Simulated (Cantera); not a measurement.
What does this Cantera script print?

```python
import numpy as np
import cantera as ct

gas = ct.Solution("gri30.yaml")
gas.TPX = 2100, 160000, {'NO': 1, 'N2': 12}
reactor = ct.IdealGasConstPressureReactor(gas, energy="off", clone=False)
net = ct.ReactorNet([reactor])
net.rtol, net.atol = 1e-08, 1e-18
show = ['NO', 'O', 'N2', 'O2', 'NO2', 'N2O']
times = np.geomspace(5e-06, 8, 12)

steps = ct.SolutionArray(gas, extra=["t"])
rows = []
print(f"{'t/s':>10s}{'T/K':>9s}{'P/Pa':>11s}" + "".join(f"{s:>11s}" for s in show))
for t in times:
    while net.time < t:
        t_next = net.step()
        steps.append(gas.state, t=t_next)
    rows.append([np.interp(t, steps.t, y) for y in (steps.T, steps.P, *steps(*show).X.T)])
    print(f"{t:10.3e}{rows[-1][0]:9.1f}{rows[-1][1]:11.4g}" + "".join(f"{x:11.3e}" for x in rows[-1][2:]))
rate = np.gradient(steps.T, steps.t)
print("integrator steps:", len(steps.t))
if steps.T.max() > steps.T[0] + 200:
    print(f"time of steepest temperature rise: {steps.t[rate.argmax()]:.4e} s")
gas.TPX = 2100, 160000, {'NO': 1, 'N2': 12}
gas.equilibrate("TP")
print(f"equilibrium (TP): T = {gas.T:.1f} K  " + "  ".join(f"{s} {gas[s].X[0]:.3e}" for s in show))
```

It prints:

```
       t/s      T/K       P/Pa         NO          O         N2         O2        NO2        N2O
 5.000e-06   2100.0    1.6e+05  7.692e-02  1.082e-07  9.231e-01  8.026e-11  3.549e-09  1.079e-07
 1.832e-05   2100.0    1.6e+05  7.692e-02  3.889e-07  9.231e-01  1.061e-09  3.819e-08  3.777e-07
 6.714e-05   2100.0    1.6e+05  7.692e-02  1.478e-06  9.231e-01  1.466e-08  2.930e-07  1.177e-06
 2.460e-04   2100.0    1.6e+05  7.691e-02  6.504e-06  9.231e-01  2.501e-07  1.657e-06  2.580e-06
 9.016e-04   2100.0    1.6e+05  7.687e-02  2.539e-05  9.231e-01  5.422e-06  6.893e-06  3.145e-06
 3.304e-03   2100.0    1.6e+05  7.670e-02  4.576e-05  9.232e-01  7.288e-05  1.245e-05  3.155e-06
 1.211e-02   2100.0    1.6e+05  7.607e-02  5.024e-05  9.235e-01  3.838e-04  1.359e-05  3.108e-06
 4.437e-02   2100.0    1.6e+05  7.369e-02  6.259e-05  9.247e-01  1.565e-03  1.652e-05  2.932e-06
 1.626e-01   2100.0    1.6e+05  6.456e-02  9.617e-05  9.292e-01  6.107e-03  2.246e-05  2.308e-06
 5.958e-01   2100.0    1.6e+05  3.634e-02  1.603e-04  9.433e-01  2.019e-02  2.126e-05  9.310e-07
 2.183e+00   2100.0    1.6e+05  7.022e-03  2.066e-04  9.579e-01  3.484e-02  5.318e-06  3.646e-07
 8.000e+00   2100.0    1.6e+05  4.568e-03  2.100e-04  9.592e-01  3.606e-02  3.516e-06  3.561e-07
integrator steps: 863
equilibrium (TP): T = 2100.0 K  NO 4.568e-03  O 2.100e-04  N2 9.592e-01  O2 3.607e-02  NO2 3.516e-06  N2O 3.561e-07
```

Computed with Cantera and GRI-Mech 3.0 (53 species, 325 reactions).
